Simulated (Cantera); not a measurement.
Feed: 1 mol Pb, 1.7 mol CO, 1.8 mol N2, 0.64 mol O2, at 0.960 bar.

Method: chemical equilibrium by Gibbs-energy minimisation in Cantera with the NASA 1993 tables (ideal gas, pure condensed phases). Candidate condensed phases: C, Pb, PbO, PbO2, Pb3O4; 27 gas species. Rates play no part. All values below are at 1027 °C.

Base state: N2 0.513, CO2 0.365, CO 0.120, Pb 0.00273 (mole fractions); condensed: Pb(l).

### Question
What changes in the equilibrium state with this change: pressure from 0.960 bar to 36.0 Pa?

### Answer
```csv
species,before,after
N2,0.513,0.400
CO2,0.365,0.284
Pb,0.00273,0.222
CO,0.120,0.0934
PbO,1.22e-6,9.93e-5
"Pb(l), mol",0.990,0
```
